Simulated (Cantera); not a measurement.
Feed: 1 mol SiHCl₃, 0.0061 mol Cl₂, 23 mol H₂, held at 1402 °C and 7.30 mbar.

Method: chemical equilibrium by Gibbs-energy minimisation in Cantera with the NASA 1993 tables (ideal gas, pure condensed phases). Candidate condensed phases: Si; 19 gas species. The tables' values for SiCl₃, SiCl are old estimates; treat these amounts as uncertain. Gases not in the tables: Si₂H₆ and higher silanes. Rates play no part.

Base state: H₂ 0.901, HCl 0.0749, SiCl₂ 0.0224, H 0.00129, SiCl₃ 0.000138, Cl 8.37e-5, SiCl 7.69e-5, Si 5.94e-5 (mole fractions); condensed: Si(s).

**Question.** What changes in the equilibrium state with this change: temperature from 1402 °C to 977 °C?

**Answer.** 
```
species       before    after
----------  --------  -------
H₂             0.901    0.905
HCl           0.0749   0.0753
SiCl₂         0.0224   0.0158
SiCl₃       0.000138  0.00186
Si           5.94e-5  1.14e-9
SiCl         7.69e-5  7.21e-8
SiCl₄        1.77e-6  0.00157
SiH₂         1.01e-5  2.83e-8
Si(s), mol     0.431    0.503
```
The tables' values for SiCl₃ are old estimates; treat these amounts as uncertain.

**Question.** What changes in the equilibrium state with this change: Cl₂ from 0.0061 to 0.49 mol?

**Answer.** 
| species | before | after |
|---|---|---|
| H₂ | 0.901 | 0.876 |
| HCl | 0.0749 | 0.0893 |
| SiCl₂ | 0.0224 | 0.0329 |
| SiCl₃ | 0.000138 | 0.000245 |
| SiCl | 7.69e-5 | 9.30e-5 |
| Cl | 8.37e-5 | 0.000101 |
| SiH₂ | 1.01e-5 | 9.85e-6 |
| H | 0.00129 | 0.00127 |
| Si(s), mol | 0.431 | 0.151 |

**Question.** What changes in the equilibrium state with this change: H₂ from 23 to 780 mol?

**Answer.** 
```csv
species,before,after
H₂,0.901,0.995
HCl,0.0749,0.00374
H,0.00129,0.00136
SiCl₂,0.0224,5.07e-5
Si,5.94e-5,5.94e-5
SiCl₃,0.000138,1.48e-8
Cl,8.37e-5,3.98e-6
SiCl,7.69e-5,3.66e-6
SiH₂,1.01e-5,1.12e-5
"Si(s), mol",0.431,0.895
```
